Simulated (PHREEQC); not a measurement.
Consider water at 20 °C with 0.0041 mol NiCl2 and 0.00062 mol HCl per kg of water. Closed to the air; pH follows from the charge balance.

The numbers come from PHREEQC with the ion-association model, wateq4f.dat.

Each row changes one thing in this solution. Precipitation was switched off in this run.

```json
[
 {"case": "as made", "pH": "3.25", "NiCl+ (mol/kgw)": "5.63e-5", "NiCl2 (mol/kgw)": "1.42e-6", "NiOH+ (mol/kgw)": "4.94e-10"},
 {"case": "HCl from 0.00062 to 0.0062 mol/kgw", "pH": "2.26", "NiCl+ (mol/kgw)": "8.46e-5", "NiCl2 (mol/kgw)": "3.35e-6", "NiOH+ (mol/kgw)": "4.70e-11"},
 {"case": "temperature from 20 to 75 °C", "pH": "3.25", "NiCl+ (mol/kgw)": "5.34e-5", "NiCl2 (mol/kgw)": "?", "NiOH+ (mol/kgw)": "1.39e-8"},
 {"case": "temperature from 20 to 80 °C", "pH": "3.26", "NiCl+ (mol/kgw)": "?", "NiCl2 (mol/kgw)": "1.30e-6", "NiOH+ (mol/kgw)": "1.79e-8"},
 {"case": "HCl left out", "pH": "6.29", "NiCl+ (mol/kgw)": "?", "NiCl2 (mol/kgw)": "1.24e-6", "NiOH+ (mol/kgw)": "5.46e-7"}
]
```

Problem. Fill in the missing entries.

Solution. 
- temperature from 20 to 75 °C, NiCl2 (mol/kgw): 1.31e-6
- temperature from 20 to 80 °C, NiCl+ (mol/kgw): 5.31e-5
- HCl left out, NiCl+ (mol/kgw): 5.29e-5

Complexes and solids missing from the database can't appear. Away from 25 °C the constants follow the database's enthalpies or fits; those with neither stay at their 25 °C values.
